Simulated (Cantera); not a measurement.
Input (Python, Cantera) and output of one run.

```python
import numpy as np
import cantera as ct

gas_names = """
    CL CL2 H HCL H2 N NH NH2 NH3 N2 N2H2 N2H4 Si SiCL SiCL2 SiCL3 SiCL4 SiH SiHCL3 SiH2 SiH2CL2 SiH3
    SiH3CL SiH4 SiN Si2 Si2N Si3
""".split()
cond_names = """
    NH4CL(a) NH4CL(b) Si(cr) Si(L) Si3N4(a)
""".split()


# ... load() reads the species with a 1 bar reference pressure and builds the phases ...
atoms = {
    'Si2Cl6': {'Si': 2, 'CL': 6},
    'NH3': {'N': 1, 'H': 3},
}
top_T = {'Si3N4(a)': 2400}  # K; cautious upper limits of use, not melting points


# ... equilibrate(T, P, feed) seeds the gas with the atoms and calls Mixture.equilibrate('TP', solver="vcs", rtol=1e-11, max_steps=5000) ...
results = []
feed = {'Si2Cl6': 1, 'NH3': 39}  # mol
P = 6700  # Pa
for T in [823, 923, 1023, 1123, 1223, 1323, 1423, 1523, 1623, 1723, 1823, 1923, 2023, 2123]:
    mix = equilibrate(T, P, feed)
    results.append((T, P, feed, dict(zip(mix.species_names, mix.species_moles))))

top = {s: max(r[3][s] / sum(r[3][g] for g in gas_names) for r in results) for s in gas_names}
cols = sorted((s for s in top if top[s] > 0.0001), key=lambda s: -top[s])[:7]
seen = [c for c in cond_names if any(r[3].get(c, 0) > 1e-12 for r in results)]
print("log10 of partial pressures in bar; condensed amounts in mol")
print(f"{'T/K':>10s}" + "".join(f"{s[:9]:>10s}" for s in cols + seen))
for T, P, feed, n in results:
    ng = sum(n[g] for g in gas_names)
    print(f"{T:10.4g}" + "".join(f"{np.log10(max(n[s] / ng * P / 1e5, 1e-99)):10.3f}" for s in cols)
          + "".join(f"{n.get(c, 0):10.4g}" for c in seen))
```

Output:

```
log10 of partial pressures in bar; condensed amounts in mol
       T/K        H2        N2       HCL         H     SiCL2        Si      SiCL     Si(L)  Si3N4(a)
       823    -1.331    -1.816    -2.298   -11.800   -12.003   -29.566   -23.780         0    0.6653
       923    -1.331    -1.816    -2.298   -10.277   -10.172   -24.769   -20.076         0    0.6658
      1023    -1.331    -1.816    -2.298    -9.048    -8.703   -20.914   -17.100         0    0.6661
      1123    -1.331    -1.816    -2.297    -8.036    -7.498   -17.751   -14.660         0    0.6662
      1223    -1.331    -1.816    -2.297    -7.187    -6.495   -15.109   -12.623         0    0.6661
      1323    -1.331    -1.816    -2.298    -6.465    -5.647   -12.871   -10.899         0    0.6653
      1423    -1.331    -1.816    -2.300    -5.843    -4.925   -10.951    -9.423         0    0.6612
      1523    -1.331    -1.815    -2.307    -5.301    -4.312    -9.288    -8.150         0    0.6461
      1623    -1.330    -1.814    -2.327    -4.826    -3.807    -7.833    -7.052         0    0.6028
      1723    -1.329    -1.810    -2.372    -4.404    -3.420    -6.551    -6.114         0    0.5125
      1823    -1.328    -1.806    -2.448    -4.027    -3.151    -5.414    -5.319         0    0.3771
      1923    -1.333    -1.793    -2.454    -3.693    -3.155    -4.770    -4.917     1.101         0
      2023    -1.336    -1.794    -2.445    -3.389    -3.187    -4.245    -4.597     1.083         0
      2123    -1.340    -1.797    -2.441    -3.115    -3.223    -3.770    -4.310     0.941         0
```

Cantera equilibrium calculation (NASA polynomials, part measured and part estimated; ideal gas, pure solids and liquids). The feed counts by its element totals alone. The tables' values for SiCl, SiCl3, SiN are old estimates; treat these amounts as uncertain. Gases not in the tables: Si2H6 and higher silanes.
